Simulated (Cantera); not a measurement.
Input (Python, Cantera) and output of one run.

```python
import numpy as np
import cantera as ct

gas_names = [...]  # 151 gases of nasa_gas.yaml made of C, H, N, O, Si
cond_names = """
    C(gr) C6H6(L) C7H8(L) C8H18(L),n-octa H2O(s) H2O(L) Si(cr) Si(L) SiC(b) SiO2(Lqz) SiO2(hqz) SiO2(L)
    Si2N2O(s) Si3N4(a)
""".split()


# ... load() reads the species with a 1 bar reference pressure and builds the phases ...
atoms = {
    'Si3N4': {'Si': 3, 'N': 4},
    'CO2': {'C': 1, 'O': 2},
    'H2': {'H': 2},
}
top_T = {'C(gr)': 4500, 'SiC(b)': 3050, 'Si2N2O(s)': 2100, 'Si3N4(a)': 2400}  # K; cautious upper limits of use, not melting points


# ... equilibrate(T, P, feed) seeds the gas with the atoms and calls Mixture.equilibrate('TP', solver="vcs", rtol=1e-11, max_steps=5000) ...
results = []
feed = {'Si3N4': 1, 'CO2': 0.035, 'H2': 240}  # mol
T = 1625  # K
P = 13332.2  # Pa
mix = equilibrate(T, P, feed)
results.append((T, P, feed, dict(zip(mix.species_names, mix.species_moles))))
x = sorted(zip(gas.X, gas.species_names), reverse=True)
print(f"T = {T:g} K  P = {P:g} Pa  gas = {mix.phase_moles(0):.4g} mol")
print("   x: " + "  ".join(f"{s} {v:.3e}" for v, s in x if v > 1e-05))
print("   condensed (mol): " + ("  ".join(f"{mix.phase(i).name} {mix.phase_moles(i):.4g}"
      for i in range(1, mix.n_phases) if mix.phase_moles(i) > 1e-12) or "none"))
```

It prints:

```
T = 1625 K  P = 13332.2 Pa  gas = 240.9 mol
   x: H2 9.963e-01  N2 3.429e-03  H 1.929e-04  SiO 1.066e-04
   condensed (mol): Si(cr) 1.157  SiC(b) 0.03301  Si2N2O(s) 0.04325  Si3N4(a) 0.5653
```

These are equilibrium values from Cantera (NASA tables, ideal gas, pure condensed phases), not measurements of a reactor. Mutual solubility and eutectic melting of coexisting phases are not modelled.
